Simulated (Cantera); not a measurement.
# Premixed flame

A freely propagating, adiabatic, planar premixed flame of H2 : O2 : N2 = 1 : 0.294 : 1.11 (molar parts), unburnt at 450 K and 9.20 bar; mixture-averaged transport, grid criteria slope 0.08 and curve 0.16, no radiation.

Cantera simulation using the H2/O2 subset of GRI-Mech 3.0, which has no nitrogen chemistry; the numbers are that mechanism's predictions, not measurements. The hydrogen kinetics of GRI-Mech 3.0 are dated; newer H2 mechanisms differ, most at raised pressure. Burning velocities carry a grid error of a few per cent, more on coarse grids.

| z (mm) | T (K) | u (m/s) | x H2 | x O2 | x H2O2 | x HO2 | x O | x H2O |
|---|---|---|---|---|---|---|---|---|
| -0.0711 | 450 | 5.15 | 0.416 | 0.122 | <1e-8 | <1e-8 | <1e-8 | 1.62e-8 |
| -0.0474 | 450 | 5.15 | 0.416 | 0.122 | <1e-8 | 1.41e-8 | <1e-8 | 1.94e-7 |
| -0.0356 | 450 | 5.15 | 0.416 | 0.122 | 1.93e-8 | 2.66e-7 | <1e-8 | 2.94e-6 |
| -0.0237 | 454 | 5.18 | 0.413 | 0.123 | 4.34e-7 | 5.92e-6 | 1.24e-7 | 5.22e-5 |
| -0.0119 | 551 | 6.10 | 0.392 | 0.125 | 4.44e-5 | 0.000685 | 1.00e-5 | 0.00432 |
| -0.00593 | 901 | 9.61 | 0.348 | 0.115 | 0.000139 | 0.00128 | 0.000230 | 0.0379 |
| 0 | 1343 | 14.0 | 0.285 | 0.0841 | 5.40e-5 | 0.000593 | 0.00131 | 0.108 |
| 0.00593 | 1654 | 17.0 | 0.228 | 0.0458 | 6.55e-6 | 0.000279 | 0.00219 | 0.181 |
| 0.0119 | 1828 | 18.8 | 0.194 | 0.0208 | 3.17e-6 | 0.000120 | 0.00191 | 0.228 |
| 0.0237 | 1984 | 20.3 | 0.175 | 0.00409 | 1.41e-6 | 2.21e-5 | 0.00107 | 0.261 |
| 0.0474 | 2099 | 21.3 | 0.176 | 0.000568 | 6.05e-7 | 3.45e-6 | 0.000543 | 0.270 |
| 0.0949 | 2185 | 22.0 | 0.181 | 0.000176 | 3.02e-7 | 1.22e-6 | 0.000237 | 0.274 |
| 0.190 | 2244 | 22.5 | 0.185 | 6.30e-5 | 1.39e-7 | 4.19e-7 | 8.51e-5 | 0.277 |
x: mole fraction of selected species; z is measured from the peak of heat release.

```json
{
 "laminar_burning_velocity": "515 cm/s",
 "thermal_thickness": "0.0237 mm",
 "peak x(H2O2)": "0.000139",
 "peak x(HO2)": "0.00149",
 "peak x(O)": "0.00221",
 "grid_points": "117"
}
```
